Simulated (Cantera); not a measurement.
# Pyrogenic steam for wet oxidation

An isothermal, constant-pressure homogeneous reactor starts with H₂ : O₂ : N₂ = 0.24 : 1 : 1.3 (molar parts), equivalence ratio 0.12, at 1300 K and 0.839 atm.

Detailed kinetics in Cantera: the H2/O2 subset of GRI-Mech 3.0, which has no nitrogen chemistry. The temperature is held fixed by assumption; the heat of reaction is taken as removed at once.

```csv
t (s),x H₂,x O₂,x H₂O,x OH,x H,x O,x H₂O₂
0.000900,5.34e-6,0.364,0.0991,0.000166,2.98e-7,2.00e-5,2.47e-7
0.00276,7.12e-7,0.364,0.0991,7.63e-5,2.81e-8,4.22e-6,7.34e-8
0.00844,1.50e-7,0.364,0.0992,3.89e-5,3.76e-9,1.11e-6,2.31e-8
0.0258,4.28e-8,0.364,0.0992,2.15e-5,6.56e-10,3.40e-7,7.94e-9
0.0792,1.87e-8,0.364,0.0992,1.40e-5,1.98e-10,1.45e-7,3.66e-9
0.242,1.56e-8,0.364,0.0992,1.25e-5,1.51e-10,1.17e-7,3.03e-9
0.742,1.56e-8,0.364,0.0992,1.25e-5,1.51e-10,1.16e-7,3.02e-9
2.27,1.56e-8,0.364,0.0992,1.25e-5,1.51e-10,1.16e-7,3.02e-9
6.96,1.56e-8,0.364,0.0992,1.25e-5,1.51e-10,1.16e-7,3.02e-9
21.3,1.56e-8,0.364,0.0992,1.25e-5,1.51e-10,1.16e-7,3.02e-9
65.3,1.56e-8,0.364,0.0992,1.25e-5,1.51e-10,1.16e-7,3.02e-9
200,1.56e-8,0.364,0.0992,1.25e-5,1.51e-10,1.16e-7,3.02e-9
```
x: mole fraction; the columns are a selection and need not sum to one.

Equilibrium at this temperature and pressure: H₂ 1.56e-8, O₂ 0.364, H₂O 0.0992, OH 1.25e-5, H 1.51e-10, O 1.16e-7, H₂O₂ 3.02e-9 (gas phase only).
